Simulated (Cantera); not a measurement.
A closed system holds: 1 mol Si₃N₄, 17 mol H₂O, 13 mol H₂, equilibrated at 44.3 Torr.

Equilibrium computed with Cantera from the NASA thermochemical tables; the gas is ideal and each condensed phase is pure. Candidate condensed phases: H₂O, Si, SiO₂, Si₂N₂O, Si₃N₄; 35 gas species. The tables hold silica as quartz up to 1696 K and as liquid above; real silica turns to tridymite and cristobalite and melts near 1996 K. Gases not in the tables: Si(OH)₄. Rates play no part.

Question: Which condensed phases are stable at each of these points (T (K)): 1573, 1623, 1673, 1723, 1773, 1823, 1873?

Answer: 
```json
[
 {"T (K)": "1573", "condensed phases": "SiO₂(β-quartz)", "Si condensed (%)": "100.0"},
 {"T (K)": "1623", "condensed phases": "SiO₂(β-quartz)", "Si condensed (%)": "100.0"},
 {"T (K)": "1673", "condensed phases": "SiO₂(β-quartz)", "Si condensed (%)": "100.0"},
 {"T (K)": "1723", "condensed phases": "SiO₂(condensed)", "Si condensed (%)": "100.0"},
 {"T (K)": "1773", "condensed phases": "SiO₂(condensed)", "Si condensed (%)": "100.0"},
 {"T (K)": "1823", "condensed phases": "SiO₂(condensed)", "Si condensed (%)": "99.9"},
 {"T (K)": "1873", "condensed phases": "SiO₂(condensed)", "Si condensed (%)": "99.7"}
]
```

From 1573 K to 1673 K the condensed part is SiO₂(β-quartz). From 1723 K to 1873 K the condensed part is SiO₂(condensed).
